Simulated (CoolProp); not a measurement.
R1224YDZ at several states: density (kg/m³) from the reference equation and from simpler models built on Tc = 155.5 °C, pc = 3.334 MPa, ω = 0.325; each cubic takes its own stable root.

Model: reference Helmholtz-energy equation of state, Akasaka 2023, in CoolProp.

```json
[
 {"T (°C)": "21.15", "p (MPa)": "7.58", "phase": "liquid", "reference": "1395", "van der Waals": "?", "Redlich-Kwong": "?", "Soave-Redlich-Kwong": "?", "Peng-Robinson": "?"},
 {"T (°C)": "-28.05", "p (MPa)": "0.236", "phase": "liquid", "reference": "1497", "van der Waals": "872.4", "Redlich-Kwong": "?", "Soave-Redlich-Kwong": "1337", "Peng-Robinson": "?"},
 {"T (°C)": "157.85", "p (MPa)": "0.0618", "phase": "gas", "reference": "2.577", "van der Waals": "2.575", "Redlich-Kwong": "2.577", "Soave-Redlich-Kwong": "2.577", "Peng-Robinson": "2.579"},
 {"T (°C)": "191.05", "p (MPa)": "0.136", "phase": "gas", "reference": "5.289", "van der Waals": "5.285", "Redlich-Kwong": "5.291", "Soave-Redlich-Kwong": "5.288", "Peng-Robinson": "5.296"}
]
```

### Question
Fill in the missing entries.

### Answer

- 21.15, van der Waals: 853.7
- 21.15, Redlich-Kwong: 1214
- 21.15, Soave-Redlich-Kwong: 1260
- 21.15, Peng-Robinson: 1420
- -28.05, Redlich-Kwong: 1289
- -28.05, Peng-Robinson: 1506
